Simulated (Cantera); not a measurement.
An adiabatic, constant-pressure homogeneous reactor starts with 3.77 % C3H8, 19.2 % O2, 72.5 % N2, 4.53 % H2O, at 1373 K and 0.380 bar.

Cantera simulation using GRI-Mech 3.0 (53 species, 325 reactions); the numbers are that mechanism's predictions, not measurements. GRI-Mech 3.0 was tuned for natural gas; its chemistry of propane as a main component is partial and can be far from experiment.

One state of this run: T (K) = 2597; x C3H8 = <1e-12; x O2 = 0.0226; x H2O = 0.153; x C2H4 = <1e-12; x CO = 0.0414; x OH = 0.0175. x: mole fraction; the columns are a selection and need not sum to one.

Which value of t (s) does it belong to?
(A) 0.00122
(B) 0.300
(C) 0.000136
(D) 4.51e-5

B, 0.300
